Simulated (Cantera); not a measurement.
**Equilibrium for silicon oxide and oxynitride deposition: SiCl₄ + O₃ + H₂**

A closed system holds: 1 mol SiCl₄, a varied amount of O₃, 0.14 mol H₂, equilibrated at 875 K and 1.00 bar.

Equilibrium computed with Cantera from the NASA thermochemical tables; the gas is ideal and each condensed phase is pure. Candidate condensed phases: H₂O, Si, SiO₂; 30 gas species. The numbers say what is thermodynamically allowed, not how fast it happens.

```json
[
 {"n(O₃) (mol)": "0.36", "log p Cl₂": "-0.25", "log p O₂": "<-12", "log p SiCl₄": "-0.56", "log p HCl": "-0.78", "log p H₂O": "-7.43", "log p Cl": "-4.46", "log p HOCl": "-10.78", "log p ClO": "-11.60", "n SiO₂(β-quartz)": "0.540"},
 {"n(O₃) (mol)": "0.58", "log p Cl₂": "-0.10", "log p O₂": "-11.26", "log p SiCl₄": "-1.19", "log p HCl": "-0.86", "log p H₂O": "-7.27", "log p Cl": "-4.39", "log p HOCl": "-10.39", "log p ClO": "-11.05", "n SiO₂(β-quartz)": "0.870"},
 {"n(O₃) (mol)": "0.79", "log p Cl₂": "-0.09", "log p O₂": "-1.11", "log p SiCl₄": "-11.33", "log p HCl": "-0.95", "log p H₂O": "-2.39", "log p Cl": "-4.38", "log p HOCl": "-5.41", "log p ClO": "-5.98", "n SiO₂(β-quartz)": "1.00"},
 {"n(O₃) (mol)": "1", "log p Cl₂": "-0.15", "log p O₂": "-0.73", "log p SiCl₄": "-11.82", "log p HCl": "-1.02", "log p H₂O": "-2.28", "log p Cl": "-4.41", "log p HOCl": "-5.29", "log p ClO": "-5.81", "n SiO₂(β-quartz)": "1.00"},
 {"n(O₃) (mol)": "1.2", "log p Cl₂": "-0.19", "log p O₂": "-0.57", "log p SiCl₄": "<-12", "log p HCl": "-1.07", "log p H₂O": "-2.27", "log p Cl": "-4.43", "log p HOCl": "-5.26", "log p ClO": "-5.76", "n SiO₂(β-quartz)": "1.00"},
 {"n(O₃) (mol)": "1.4", "log p Cl₂": "-0.24", "log p O₂": "-0.47", "log p SiCl₄": "<-12", "log p HCl": "-1.12", "log p H₂O": "-2.27", "log p Cl": "-4.45", "log p HOCl": "-5.26", "log p ClO": "-5.73", "n SiO₂(β-quartz)": "1.00"},
 {"n(O₃) (mol)": "1.6", "log p Cl₂": "-0.27", "log p O₂": "-0.40", "log p SiCl₄": "<-12", "log p HCl": "-1.16", "log p H₂O": "-2.28", "log p Cl": "-4.47", "log p HOCl": "-5.27", "log p ClO": "-5.72", "n SiO₂(β-quartz)": "1.00"},
 {"n(O₃) (mol)": "1.8", "log p Cl₂": "-0.31", "log p O₂": "-0.36", "log p SiCl₄": "<-12", "log p HCl": "-1.20", "log p H₂O": "-2.30", "log p Cl": "-4.49", "log p HOCl": "-5.28", "log p ClO": "-5.71", "n SiO₂(β-quartz)": "1.00"},
 {"n(O₃) (mol)": "2.1", "log p Cl₂": "-0.36", "log p O₂": "-0.30", "log p SiCl₄": "<-12", "log p HCl": "-1.25", "log p H₂O": "-2.33", "log p Cl": "-4.52", "log p HOCl": "-5.31", "log p ClO": "-5.70", "n SiO₂(β-quartz)": "1.00"},
 {"n(O₃) (mol)": "2.3", "log p Cl₂": "-0.39", "log p O₂": "-0.27", "log p SiCl₄": "<-12", "log p HCl": "-1.28", "log p H₂O": "-2.35", "log p Cl": "-4.53", "log p HOCl": "-5.33", "log p ClO": "-5.71", "n SiO₂(β-quartz)": "1.00"}
]
```
log p: log10 of the partial pressure in bar; n: condensed amount in mol.

From 0.36 mol O₃ to 2.3 mol O₃ the condensed part is SiO₂(β-quartz).
